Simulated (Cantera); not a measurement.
Input: 1 mol Zr, 0.19 mol O₂, 32 mol N₂, equilibrated at 1727 °C and 0.310 Pa.

These are equilibrium values from Cantera (NASA tables, ideal gas, pure condensed phases), not measurements of a reactor. Mutual solubility and eutectic melting of coexisting phases are not modelled. ZrN: taken at fixed stoichiometry. Condensed phases not in the tables: solid solutions among these carbides, nitrides and lower oxides. Kinetics and transport are ignored.

```json
[
 {"species": "N₂", "before": "0.998", "after": "0.969"},
 {"species": "Zr", "before": "7.92e-6", "after": "0.0188"},
 {"species": "ZrO", "before": "0.00167", "after": "0.0115"},
 {"species": "N", "before": "5.12e-7", "after": "0.000253"},
 {"species": "O", "before": "6.65e-7", "after": "5.01e-5"},
 {"species": "ZrO₂", "before": "1.07e-5", "after": "1.51e-6"},
 {"species": "ZrN(s), mol", "before": "0.783", "after": "0"},
 {"species": "ZrO₂(tetragonal), mol", "before": "0.163", "after": "0"}
]
```
Gas species are given as mole fractions.

Question: Which change was made?
A. temperature from 1727 °C to 900 °C
B. temperature from 1727 °C to 2275 °C
C. temperature from 1727 °C to 1400 °C
D. temperature from 1727 °C to 775 °C

Answer: B, temperature from 1727 °C to 2275 °C
